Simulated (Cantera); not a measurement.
**Pyrogenic steam for wet oxidation**

A perfectly stirred reactor is fed with 13.6 % H₂, 23.4 % O₂, 63.1 % N₂, equivalence ratio 0.29, at 1.00 bar; it is held at 1350 K, and followed from long to short residence time.

Model: GRI-Mech 3.0 (53 species, 325 reactions), integrated in Cantera. The temperature is held fixed by assumption; the heat of reaction is taken as removed at once.

```tsv
τ (s)	x H₂	x O₂	x N₂O	x NO	x NO₂	x H₂O₂
0.30	8.05e-5	0.178	1.14e-6	1.06e-6	2.20e-8	3.12e-7
0.16	0.000122	0.178	1.17e-6	9.30e-7	1.88e-8	4.18e-7
0.086	0.000184	0.178	1.14e-6	7.92e-7	1.49e-8	5.53e-7
0.046	0.000277	0.178	1.07e-6	6.64e-7	1.11e-8	7.28e-7
0.024	0.000423	0.178	9.64e-7	5.60e-7	7.97e-9	9.60e-7
0.013	0.000627	0.178	8.55e-7	4.99e-7	5.85e-9	1.24e-6
0.0069	0.000936	0.178	7.42e-7	4.80e-7	4.44e-9	1.59e-6
0.0037	0.00138	0.178	6.34e-7	5.15e-7	3.66e-9	2.02e-6
```
x: mole fraction; the columns are a selection and need not sum to one.
